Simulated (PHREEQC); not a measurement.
# Buffer

Consider water at 25 °C with 0.0037 mol/kgw KHCO3, 0.0036 mol/kgw Na2HPO4 and 0.0002 mol/kgw HNO3. Closed to the air; pH follows from the charge balance.

All values are PHREEQC results (ion-association model, phreeqc.dat), not measurements.

This is a speciation only: nothing precipitates in the calculation.

### Question
What pH, ionic strength, specific conductance does the model give?

### Answer
pH 8.26; ionic strength 0.0142 mol/kgw; specific conductance 1040 µS/cm.

### Question
In which forms is P present?

### Answer
HPO4-2 93 %, H2PO4- 5.8 %, NaHPO4- 0.8 % of the P.

Species that the database lacks are ignored.
